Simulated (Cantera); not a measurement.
A closed system holds: 1 mol Cu2O, 5.5 mol H2, 0.47 mol H2O, at 827 °C and 1.65 Torr.

Equilibrium computed with Cantera from the NASA thermochemical tables; the gas is ideal and each condensed phase is pure. Candidate condensed phases: Cu, CuO, Cu(OH)2, Cu2O, H2O; 12 gas species. Kinetics and transport are ignored.

Base state: H2 0.754, H2O 0.246 (mole fractions); condensed: Cu(s).

Question: What changes in the equilibrium state with this change: temperature from 827 °C to 1227 °C?

Answer: 
```json
[
 {"species": "H2", "before": "0.754", "after": "0.751"},
 {"species": "H2O", "before": "0.246", "after": "0.245"},
 {"species": "Cu", "before": "2.71e-7", "after": "0.00374"},
 {"species": "H", "before": "4.79e-7", "after": "0.000325"},
 {"species": "Cu(s), mol", "before": "2.00", "after": "0"},
 {"species": "Cu(l), mol", "before": "0", "after": "1.98"}
]
```
